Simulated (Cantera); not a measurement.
Thermodynamics of carbothermic reduction, feed TiO2 + CH4 + CO + C

Input: 1 mol TiO2, 1.1 mol CH4, 0.021 mol CO, 5.6 mol C, equilibrated at 1373 K and 0.0100 bar.

Method: chemical equilibrium by Gibbs-energy minimisation in Cantera with the NASA 1993 tables (ideal gas, pure condensed phases). Candidate condensed phases: C, C6H6, C7H8, C8H18, H2O, Ti, TiC, TiO, TiO2, Ti2O3, Ti3O5, Ti4O7; 113 gas species. TiC: taken at fixed stoichiometry. The numbers say what is thermodynamically allowed, not how fast it happens.

```yaml
x(H2): 0.521
x(CO): 0.479
x(H): 2.40e-5
x(CH4): 1.37e-5
x(H2O): 1.17e-5
x(CO2): 5.21e-6
n(C(graphite)): 3.70 mol
n(TiC(s)): 1.00 mol
gas_amount: 4.221 mol
log10 activity of Ti2O3(s) (absent): -2.73
log10 activity of Ti3O5(s) (absent): -4.49
log10 activity of Ti(β) (absent): -6.38
```
